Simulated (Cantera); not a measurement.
An isothermal, constant-pressure homogeneous reactor starts with 52.4 % NH₃, 47.6 % N₂, at 2223 K and 0.760 atm.

Detailed kinetics in Cantera: the gas-phase N/H chemistry of the illustrative SiF4/NH3 mechanism in the Surface Chemkin manual (1991). Walls and surfaces, which speed up NH3 decomposition in real reactors, are not modelled.

One state of this run: x NH₃ = 8.72e-6; x N₂H₂ = 2.63e-12; x N = 3.98e-8; x H₂ = 0.511; x N₂H₄ = <1e-12. x: mole fraction; the columns are a selection and need not sum to one.

Task: Which value of t (s) does it belong to?
(A) 0.614
(B) 1.75
(C) 0.000398
(D) 6.00e-6

Result: A, 0.614
